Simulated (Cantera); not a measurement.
Input: 1 mol B2H6, 6.6 mol H2O, 140 mol N2, 8.7 mol NH3, held at 10.0 mbar.

Method: chemical equilibrium by Gibbs-energy minimisation in Cantera with the NASA 1993 tables (ideal gas, pure condensed phases). Candidate condensed phases: B, BN, B2O3, B3O3H3, H2O; 39 gas species. The feed counts by its element totals alone. Equilibrium is a limit: real reactors are often held back by kinetics, nucleation or transport. All values below are at 2075 °C.

Base state: N2 0.841, H2 0.0919, H 0.0374, H2O 0.0170, HBO2 0.00695, BO 0.00257, OH 0.00119, BO2 0.000586 (mole fractions); condensed: gas only.

Question: What changes in the equilibrium state with this change: H2O from 6.6 to 0.21 mol?

Answer: 
| species | before | after |
|---|---|---|
| N2 | 0.841 | 0.880 |
| H2 | 0.0919 | 0.0812 |
| H | 0.0374 | 0.0352 |
| H2O | 0.0170 | 6.92e-9 |
| B | 2.10e-9 | 0.00183 |
| HBO2 | 0.00695 | 1.20e-9 |
| OH | 0.00119 | <1e-9 |
| BO2 | 0.000586 | <1e-9 |
| B(s), mol | 0 | 1.43 |
The tables' values for BH2 are old estimates; treat these amounts as uncertain.

Question: What changes in the equilibrium state with this change: N2 from 140 to 1.6 mol?

Answer: 
```csv
species,before,after
H2,0.0919,0.559
N2,0.841,0.190
H2O,0.0170,0.0949
HBO2,0.00695,0.0443
H,0.0374,0.0923
B2O2,6.47e-6,5.12e-5
B2O3,0.000476,0.00345
HBO,0.000583,0.00404
BO,0.00257,0.00722
```
